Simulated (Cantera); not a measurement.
An isothermal, constant-pressure homogeneous reactor starts with NO : N2 = 1 : 18 (molar parts), at 1800 K and 0.210 bar.

Model: GRI-Mech 3.0 (53 species, 325 reactions), integrated in Cantera.

One state of this run: x NO = 0.0518; x O2 = 0.000383; x NO2 = 4.03e-6; x N2O = 1.11e-6; x N2 = 0.948; x O = 8.75e-6. x: mole fraction; the columns are a selection and need not sum to one.

Question: Which value of t (s) does it belong to?
A. 0.233
B. 2.21
C. 3.00e-6
D. 0.0245

Answer: B, 2.21
